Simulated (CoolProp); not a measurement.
Vapour-liquid equilibrium of benzene (1) + n-decane (2) at 502.9 K; x and y are mole fractions of (1).

The numbers come from the multi-fluid Helmholtz-energy mixture model, Thol 2012 and Lemmon 2006; pair parameters Bell 2016 in CoolProp.

```csv
x,bubble pressure (MPa),y at the bubble point,dew pressure at overall composition x (MPa),liquid density (mol/L)
0.05,0.4195,0.188,0.3638,3.958
0.125,0.5352,0.388,0.3922,4.126
0.2,0.6573,0.525,0.4250,4.306
0.275,0.7842,0.623,0.4634,4.499
0.35,0.9149,0.697,0.5089,4.709
0.425,1.049,0.755,0.5639,4.936
0.5,1.187,0.802,0.6315,5.184
0.575,1.328,0.842,0.7167,5.457
0.65,1.475,0.876,0.8270,5.758
0.725,1.627,0.907,0.9745,6.093
0.8,1.787,0.934,1.179,6.469
0.875,1.956,0.960,1.469,6.894
0.95,2.134,0.985,1.887,7.378
```

No azeotrope shows between x = 0.05 and 0.95.

The pair parameters rest on a limited set of measurements; away from them the model extrapolates.
